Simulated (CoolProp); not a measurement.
Values from CoolProp's reference Helmholtz-energy equation of state, Lemmon 2006. It is a short technical equation, of lower accuracy than the large ones.

Problem. For C2F6 (R116), give the phase and the Joule-Thomson coefficient (K/MPa), conductivity (mW/(m K)) at 121.85 °C and 0.199 bar; 109.25 °C and 0.106 bar; -45.45 °C and 0.186 bar.

Solution. 
- 121.85 °C and 0.199 bar: gas; Joule-Thomson coefficient 3.90, conductivity 22.4
- 109.25 °C and 0.106 bar: gas; Joule-Thomson coefficient 4.24, conductivity 21.4
- -45.45 °C and 0.186 bar: gas; Joule-Thomson coefficient 17.8, conductivity 9.59

Thermal conductivity comes from a separate model (Huber 2003), an estimate that may be off by 10 % or more.
